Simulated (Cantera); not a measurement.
Feed: 1 mol MgCO₃, 0.03 mol C, 0.39 mol H₂O, at 1648 K and 13300 Pa.

Equilibrium computed with Cantera from the NASA thermochemical tables; the gas is ideal and each condensed phase is pure. Candidate condensed phases: C, C₆H₆, C₇H₈, C₈H₁₈, H₂O, Mg, MgCO₃, MgO, Mg(OH)₂; 116 gas species. Rates play no part.

Base state: CO₂ 0.688, H₂O 0.270, CO 0.0377, H₂ 0.00461, OH 4.36e-5, H 1.66e-5 (mole fractions); condensed: MgO(s).

Question: What changes in the equilibrium state with this change: temperature from 1648 K to 873 K?

Answer: 
| species | before | after |
|---|---|---|
| CO₂ | 0.688 | 0.704 |
| H₂O | 0.270 | 0.254 |
| CO | 0.0377 | 0.0215 |
| H₂ | 0.00461 | 0.0207 |
| OH | 4.36e-5 | <1e-9 |
| H | 1.66e-5 | <1e-9 |
| MgO(s), mol | 1.000 | 1.00 |
